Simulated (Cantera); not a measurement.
Mixture: CO : H2 : CH4 : O2 : N2 = 1 : 0.061 : 0.69 : 1.06 : 3.99 (molar parts), at 230000 Pa, adiabatic and at constant pressure. Ignition delay is the time to a rise of 400 K.

Cantera simulation using GRI-Mech 3.0 (53 species, 325 reactions); the numbers are that mechanism's predictions, not measurements.

Task: Predict: delay at 1175 K; delay at 1225 K; delay at 1275 K; delay at 1325 K; delay at 1375 K; delay at 1425 K; apparent activation energy between 1325 and 1425 K.

Result: 
- delay at 1175 K: 26.8 ms
- delay at 1225 K: 14.3 ms
- delay at 1275 K: 7.68 ms
- delay at 1325 K: 4.20 ms
- delay at 1375 K: 2.34 ms
- delay at 1425 K: 1.34 ms
- apparent activation energy between 1325 and 1425 K: 180 kJ/mol
